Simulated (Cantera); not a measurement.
Charge: 1 mol Al, 8 mol H2O, 190 mol N2, held at 1.33 mbar.

Equilibrium computed with Cantera from the NASA thermochemical tables; the gas is ideal and each condensed phase is pure. Candidate condensed phases: Al, AlN, Al2O3, H2O; 35 gas species. Rates play no part. All values below are at 1827 °C.

Base state: N2 0.950, H2O 0.0245, H2 0.0100, H 0.00855, OH 0.00248, O2 0.00156, O 0.00151, NO 0.000943 (mole fractions); condensed: Al2O3(s).

Task: What changes in the equilibrium state with this change: H2O from 8 to 26 mol?

Result: 
| species | before | after |
|---|---|---|
| N2 | 0.950 | 0.863 |
| H2O | 0.0245 | 0.0894 |
| H2 | 0.0100 | 0.0196 |
| H | 0.00855 | 0.0119 |
| O2 | 0.00156 | 0.00549 |
| OH | 0.00248 | 0.00649 |
| Al2O3(s), mol | 0.499 | 0.499 |
